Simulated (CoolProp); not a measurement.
Saturated liquid density (kg/m³) of CH2F2 (R32): the reference equation beside estimates from Tc = 351.3 K, pc = 5.783 MPa, ω = 0.277.

Computed with CoolProp (reference Helmholtz-energy equation of state, Tillner-Roth 1997).

| T (K) | reference | Redlich-Kwong | Peng-Robinson |
|---|---|---|---|
| 240.9 | 1158 | 865.1 | ? |
| 245.6 | 1144 | 853.1 | 1009 |
| 250.4 | 1129 | ? | 995.7 |
| 255.1 | 1114 | 827.8 | 982.3 |
| 259.9 | 1099 | 814.5 | 968.0 |
| 264.7 | 1084 | 800.7 | 953.2 |
| 269.4 | 1068 | 786.7 | 937.9 |
| 274.2 | 1052 | ? | 921.7 |
| 278.9 | 1035 | 757.0 | 905.0 |

Q: What belongs in the gaps?

A: 
- 240.9, Peng-Robinson: 1021
- 250.4, Redlich-Kwong: 840.5
- 274.2, Redlich-Kwong: 772.0

Absolute difference from the reference over all 9 rows, mean and median: Redlich-Kwong 26.0 and 25.9 %, Peng-Robinson 12.0 and 11.9 %.
